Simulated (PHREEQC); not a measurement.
Reverse-osmosis permeate: an equilibrium model

A made-up water analysis in mg/L, 20 °C, pH 6.47, pe 9.7:

```
constituent             mg/L
------------------  --------
Na                      1.01
K                   0.000198
Ca                      1.12
Mg                     0.142
Cl                     0.674
S(6) as SO4             1.05
Alkalinity as HCO3      4.35
N(5) as NO3          0.00125
```

Valence states are taken as typed.

Equilibrium calculation in PHREEQC: ion-association model, phreeqc.dat.

No solid was allowed to form.

**Question.** Predict the charge-balance error.

**Answer.** charge-balance error -0.3 %.

**Question.** In which forms is C present?

**Answer.** HCO3- 55 %, CO2 45 % of the C.
